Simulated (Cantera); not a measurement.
Cantera with NASA thermochemical tables; ideal gases at 1 bar, condensed phases pure. Values are per mole of reaction as written; species without (g) are pure solids or liquids, kept so even where they would boil at 1 bar.

### Question
Between 300 and 598 K, where is each reaction favourable under standard conditions?
- 3 I₂ + 2 AlN = 2 AlI₃(g) + N₂(g)
- 2 AlI₃(g) + N₂(g) = 2 AlN + 3 I₂(g)
- 2 Al + 3 I₂ = 2 AlI₃(g)

### Answer
- 3 I₂ + 2 AlN = 2 AlI₃(g) + N₂(g): ΔG° is 84 kJ at 300 K and -44 kJ at 598 K; it changes sign between 473 and 498 K. ΔH° is 171 kJ and ΔS° 359 J/K at 598 K.
- 2 AlI₃(g) + N₂(g) = 2 AlN + 3 I₂(g): ΔG° is -27 kJ at 300 K and 8 kJ at 598 K; it changes sign between 523 and 548 K. ΔH° is -62 kJ and ΔS° -118 J/K at 598 K.
- 2 Al + 3 I₂ = 2 AlI₃(g): ΔG° is -489 kJ at 300 K and -555 kJ at 598 K; it stays negative (K > 1). ΔH° is -467 kJ and ΔS° 147 J/K at 598 K.
